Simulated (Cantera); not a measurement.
Standard-state values (1 bar) from the NASA 1993 polynomials, evaluated with Cantera. Values are per mole of reaction as written; species without (g) are pure solids or liquids, kept so even where they would boil at 1 bar.

MgF₂ → Mg(g) + 2 F(g), with ΔH° = 1430.2 kJ and ΔS° = 408.9 J/K at 300 K.

Question: How far is the shortcut ΔG° ≈ ΔH°(300 K) − T·ΔS°(300 K) from the full temperature-dependent value at 700, 800, 900, 1000, 1100, 1200, 1300 K?

Answer: 
```
T (K)  shortcut (kJ)  full (kJ)  difference (kJ)  difference in log10 K
-----  -------------  ---------  ---------------  ---------------------
700           1143.9     1144.4             -0.5                   0.04
800           1103.0     1104.1             -1.1                   0.07
900           1062.1     1063.9             -1.8                   0.10
1000          1021.2     1023.9             -2.7                   0.14
1100           980.3      984.1             -3.8                   0.18
1200           939.4      944.4             -5.0                   0.22
1300           898.5      904.9             -6.4                   0.26
```
The shortcut ignores the heat-capacity change of the reaction.
